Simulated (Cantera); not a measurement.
A perfectly stirred reactor is fed with CH₄ : H₂ = 1 : 1.5 (molar parts), at 2200 Pa; it is held at 1975 K, and followed from long to short residence time.

Model: GRI-Mech 3.0 (53 species, 325 reactions), integrated in Cantera. GRI-Mech 3.0 stops at C3 and has no aromatics, soot or wall deposition, so with more carbon than oxygen in the feed, carbon stays in small species such as C2H2 where larger ones or solid carbon would form. Radical loss at walls, strong at low pressure, is not modelled.

Task: Predict: x(CH₄) at τ = 0.530 s; x(H₂) at τ = 0.530 s; x(C₂H₄) at τ = 0.530 s; x(C₂H₂) at τ = 0.530 s; x(CH₃) at τ = 0.530 s; x(CH₄) at τ = 22.0 ms; x(H₂) at τ = 22.0 ms; x(C₂H₄) at τ = 22.0 ms; x(C₂H₂) at τ = 22.0 ms; x(CH₃) at τ = 22.0 ms.

Result: 
| Property | Value |
|---|---|
| x(CH₄) at τ = 0.530 s | 0.0133 |
| x(H₂) at τ = 0.530 s | 0.843 |
| x(C₂H₄) at τ = 0.530 s | 8.32e-5 |
| x(C₂H₂) at τ = 0.530 s | 0.137 |
| x(CH₃) at τ = 0.530 s | 0.00160 |
| x(CH₄) at τ = 22.0 ms | 0.0953 |
| x(H₂) at τ = 22.0 ms | 0.788 |
| x(C₂H₄) at τ = 22.0 ms | 0.00168 |
| x(C₂H₂) at τ = 22.0 ms | 0.104 |
| x(CH₃) at τ = 22.0 ms | 0.00735 |
